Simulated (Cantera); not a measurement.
A closed system holds: 1 mol HF, 0.025 mol O₂, 0.077 mol H₂, equilibrated at 0.00430 bar.

These are equilibrium values from Cantera (NASA tables, ideal gas, pure condensed phases), not measurements of a reactor. Candidate condensed phases: H₂O; 37 gas species. Ions and electrons are included (thermal ionisation). The numbers say what is thermodynamically allowed, not how fast it happens. All values below are at 4727 °C.

Base state: H 0.523, F 0.453, O 0.0227, HF 0.000445, e- 3.81e-5, H+ 3.68e-5, H₂ 2.85e-5 (mole fractions); condensed: gas only.

Question: What changes in the equilibrium state with this change: O₂ from 0.025 to 0.13 mol?

Answer: 
| species | before | after |
|---|---|---|
| H | 0.523 | 0.478 |
| F | 0.453 | 0.414 |
| O | 0.0227 | 0.108 |
| H₂ | 2.85e-5 | 2.37e-5 |
| HF | 0.000445 | 0.000371 |
| H+ | 3.68e-5 | 3.27e-5 |
